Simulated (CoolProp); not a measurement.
A single-stage vapour-compression cycle with the fluid: evaporating at 253.15 K (dew point), condensing at 293.15 K (bubble point), superheat 2 K, subcooling 0 K, compressor efficiency 0.75, no pressure losses. The same conditions are run with several fluids, on thermodynamics alone (safety and materials aside).

The numbers come from the reference Helmholtz-energy equation of state of each fluid (R227EA: Lemmon 2016; vinyl chloride: Thol 2022; n-perfluoropentane: Gao 2022; R410A: Lemmon 2003; R1224YDZ: Akasaka 2023; n-perfluorobutane: Gao 2022) in CoolProp. Blends and air are pseudo-pure fits.

**Question.** Rank R227EA, vinyl chloride, n-perfluoropentane, R410A, R1224YDZ, n-perfluorobutane by cooling COP, highest first.

**Answer.** vinyl chloride (4.16), R1224YDZ (4.07), R410A (3.81), R227EA (3.71), n-perfluoropentane (3.57), n-perfluorobutane (3.39)

```json
[
 {"fluid": "R227EA", "pressure ratio": "4.51", "discharge temperature (K)": "293.2", "refrigerating effect (kJ/kg)": "90.1", "volumetric capacity (kJ/m³)": "651"},
 {"fluid": "vinyl chloride", "pressure ratio": "4.33", "discharge temperature (K)": "343.3", "refrigerating effect (kJ/kg)": "302", "volumetric capacity (kJ/m³)": "713"},
 {"fluid": "n-perfluoropentane", "pressure ratio": "6.66", "discharge temperature (K)": "293.1", "refrigerating effect (kJ/kg)": "65.3", "volumetric capacity (kJ/m³)": "95.6"},
 {"fluid": "R410A", "pressure ratio": "3.62", "discharge temperature (K)": "326.4", "refrigerating effect (kJ/kg)": "185", "volumetric capacity (kJ/m³)": "2810"},
 {"fluid": "R1224YDZ", "pressure ratio": "5.85", "discharge temperature (K)": "306.5", "refrigerating effect (kJ/kg)": "143", "volumetric capacity (kJ/m³)": "214"},
 {"fluid": "n-perfluorobutane", "pressure ratio": "4.92", "discharge temperature (K)": "293.1", "refrigerating effect (kJ/kg)": "60.6", "volumetric capacity (kJ/m³)": "322"}
]
```

The compression ends wet for: n-perfluoropentane; n-perfluorobutane.
